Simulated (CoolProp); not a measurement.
Hydrogen sulfide along the isobar 10.3 MPa: Z from the reference equation and from simpler models built on Tc = 100.0 °C, pc = 8.999 MPa, ω = 0.101; each cubic takes its own stable root.

Model: reference Helmholtz-energy equation of state, Lemmon 2006, in CoolProp. It is a short technical equation, of lower accuracy than the large ones.

```
T (°C)          phase  reference  van der Waals  Redlich-Kwong  Soave-Redlich-Kwong  Peng-Robinson
------  -------------  ---------  -------------  -------------  -------------------  -------------
-14.95         liquid     0.1861         0.2779         0.1938               0.1923         0.1703
33.35          liquid     0.1772         0.2612         0.1888               0.1864         0.1650
81.65          liquid          ?         0.2727         0.2124               0.2100         0.1874
129.95  supercritical          ?              ?         0.5954               0.6089         0.5785
178.25  supercritical     0.7719         0.7463         0.7599               0.7766         0.7477
226.45  supercritical     0.8532         0.8217         0.8385               0.8572         0.8308
274.75  supercritical     0.9015         0.8685         0.8862               0.9061         0.8821
323.05  supercritical     0.9330         0.9004         0.9178               0.9383         0.9165
```

Task: What belongs in the gaps?

Result: 
- 81.65, reference: 0.1891
- 129.95, reference: 0.5974
- 129.95, van der Waals: 0.5861
